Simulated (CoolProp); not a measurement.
Properties of carbonyl sulfide along the isotherm 620 K.

Values from CoolProp's reference Helmholtz-energy equation of state, Lemmon 2006. It is a short technical equation, of lower accuracy than the large ones.

```csv
p (kPa),phase,Z,Joule-Thomson coefficient (K/MPa),isothermal compressibility (1/MPa)
289,gas,0.9972,(withheld),3.470
579,gas,0.9943,3.958,1.737
868,gas,0.9915,3.952,1.162
1160,gas,0.9887,3.945,0.8718
1450,gas,0.9859,3.938,0.6994
1740,gas,0.9831,3.930,0.5844
2030,gas,0.9804,(withheld),0.5022
2320,gas,0.9777,(withheld),0.4406
2610,gas,(withheld),3.905,0.3927
2890,gas,(withheld),3.896,(withheld)
3180,gas,0.9697,3.886,0.3239
```

Q: Complete the blanks.

A: 
- 289, Joule-Thomson coefficient (K/MPa): 3.965
- 2030, Joule-Thomson coefficient (K/MPa): 3.922
- 2320, Joule-Thomson coefficient (K/MPa): 3.913
- 2610, Z: 0.9750
- 2890, Z: 0.9724
- 2890, isothermal compressibility (1/MPa): 0.3555
